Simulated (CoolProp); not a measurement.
Vapour pressure (bar) of R245ca: the reference equation beside estimates from Tc = 174.4 °C, pc = 39.41 bar, ω = 0.355. Clausius-Clapeyron is anchored at 33.05 °C with a constant enthalpy of vaporisation of 26.77 kJ/mol.

Computed with CoolProp (reference Helmholtz-energy equation of state, Zhou 2016).

```json
[
 {"T (°C)": "14.25", "reference": "0.6491", "Lee-Kesler": "0.6454", "Clausius-Clapeyron": "0.6817", "Redlich-Kwong": "1.590", "Peng-Robinson": "0.6560"},
 {"T (°C)": "23.65", "reference": "0.9517", "Lee-Kesler": "0.9481", "Clausius-Clapeyron": "0.9720", "Redlich-Kwong": "2.145", "Peng-Robinson": "0.9559"},
 {"T (°C)": "33.05", "reference": "1.356", "Lee-Kesler": "1.354", "Clausius-Clapeyron": "1.356", "Redlich-Kwong": "2.831", "Peng-Robinson": "1.356"},
 {"T (°C)": "42.45", "reference": "1.884", "Lee-Kesler": "1.885", "Clausius-Clapeyron": "1.855", "Redlich-Kwong": "3.664", "Peng-Robinson": "1.879"},
 {"T (°C)": "51.75", "reference": "2.550", "Lee-Kesler": "2.556", "Clausius-Clapeyron": "2.484", "Redlich-Kwong": "4.649", "Peng-Robinson": "2.540"},
 {"T (°C)": "61.15", "reference": "3.394", "Lee-Kesler": "3.407", "Clausius-Clapeyron": "3.282", "Redlich-Kwong": "5.823", "Peng-Robinson": "3.380"},
 {"T (°C)": "70.55", "reference": "4.436", "Lee-Kesler": "4.458", "Clausius-Clapeyron": "4.271", "Redlich-Kwong": "7.191", "Peng-Robinson": "4.420"},
 {"T (°C)": "79.95", "reference": "5.705", "Lee-Kesler": "5.737", "Clausius-Clapeyron": "5.480", "Redlich-Kwong": "8.770", "Peng-Robinson": "5.689"},
 {"T (°C)": "89.35", "reference": "7.230", "Lee-Kesler": "7.273", "Clausius-Clapeyron": "6.942", "Redlich-Kwong": "10.57", "Peng-Robinson": "7.221"}
]
```

Absolute difference from the reference over all 9 rows, mean and median: Lee-Kesler 0.4 and 0.4 %, Clausius-Clapeyron 2.9 and 3.3 %, Redlich-Kwong 87.7 and 82.3 %, Peng-Robinson 0.4 and 0.4 %.
